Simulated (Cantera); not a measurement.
# Thermodynamics of carbon deposition, reforming and gasification, feed C2H2 + NH3

A closed system holds: 1 mol C2H2, 0.16 mol NH3, equilibrated at 2700 Pa.

Cantera equilibrium calculation (NASA polynomials, part measured and part estimated; ideal gas, pure solids and liquids). Candidate condensed phases: C, C6H6, C7H8, C8H18; 110 gas species. Ions and electrons are included (thermal ionisation). Rates play no part.

| T (°C) | log p H2 | log p H | log p C | log p C3 | log p N2 | log p C2 | log p C2H2 (acetylene) | log p HCN | log p C2H | log p CN | log p N | n C(graphite) |
|---|---|---|---|---|---|---|---|---|---|---|---|---|
| 1727 | -1.60 | -3.59 | -10.52 | -10.56 | -2.80 | -11.63 | -4.72 | -4.03 | -8.43 | -7.65 | -10.45 | 1.99 |
| 1977 | -1.62 | -2.94 | -8.44 | -8.19 | -2.83 | -9.24 | -4.09 | -3.68 | -6.82 | -6.40 | -9.06 | 1.98 |
| 2227 | -1.67 | -2.43 | -6.78 | -6.30 | -2.88 | -7.34 | -3.64 | -3.43 | -5.54 | -5.43 | -7.98 | 1.95 |
| 2477 | -1.79 | -2.06 | -5.42 | -4.77 | -2.97 | -5.79 | -3.34 | -3.29 | -4.55 | -4.66 | -7.11 | 1.90 |
| 2727 | -2.04 | -1.82 | -4.30 | -3.51 | -3.11 | -4.50 | -3.24 | -3.27 | -3.79 | -4.04 | -6.41 | 1.77 |
| 2977 | -2.53 | -1.76 | -3.34 | -2.44 | -3.34 | -3.41 | -3.45 | -3.46 | -3.30 | -3.58 | -5.88 | 0.475 |
| 3227 | -3.02 | -1.74 | -2.82 | -2.41 | -3.41 | -3.07 | -4.27 | -3.88 | -3.49 | -3.41 | -5.36 | 0 |
| 3477 | -3.49 | -1.75 | -2.43 | -2.58 | -3.47 | -2.90 | -5.16 | -4.34 | -3.81 | -3.34 | -4.91 | 0 |
| 3727 | -3.96 | -1.78 | -2.16 | -2.93 | -3.53 | -2.89 | -6.14 | -4.85 | -4.26 | -3.34 | -4.52 | 0 |
| 3977 | -4.38 | -1.81 | -2.02 | -3.54 | -3.56 | -3.08 | -7.20 | -5.37 | -4.86 | -3.43 | -4.16 | 0 |
| 4227 | -4.73 | -1.82 | -1.96 | -4.30 | -3.56 | -3.39 | -8.25 | -5.89 | -5.52 | -3.56 | -3.83 | 0 |
| 4477 | -5.02 | -1.83 | -1.95 | -5.06 | -3.61 | -3.73 | -9.24 | -6.40 | -6.16 | -3.74 | -3.55 | 0 |
| 4727 | -5.29 | -1.83 | -1.94 | -5.78 | -3.73 | -4.05 | -10.15 | -6.90 | -6.76 | -3.94 | -3.34 | 0 |
log p: log10 of the partial pressure in bar; n: condensed amount in mol.

From 1727 °C to 2977 °C the condensed part is C(graphite). From 3227 °C to 4727 °C nothing is condensed. The main C-bearing gas is HCN at 1727 °C and C at 4727 °C.
